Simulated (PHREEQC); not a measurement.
Solution (25 °C): 0.26 mol/kgw MnSO4. Closed to the air; pH follows from the charge balance.

Equilibrium calculation in PHREEQC: ion-association model, phreeqc.dat.

```
quantity                   before    after
------------------------  -------  -------
pH                           6.30     9.44
ionic strength (mol/kgw)    0.514    0.516
SO4-2 (mol/kgw)             0.129    0.130
HSO4- (mol/kgw)           1.75e-6  1.26e-9
```

Which change was made?
(A) MnSO4 from 0.26 to 0.052 mol/kgw
(B) MnSO4 replaced by CdSO4 at the same molality
(C) diluted 2-fold with water
(D) MnSO4 replaced by CuSO4 at the same molality
(E) 0.0033 mol/kgw TMAH added

E, 0.0033 mol/kgw TMAH added

Precipitation was switched off in this run. Some of these states are supersaturated (in Pyrochroite, for instance). (CH3)4N+ isn't in the database: it is added as a free cation with an ion size of 4 Å.
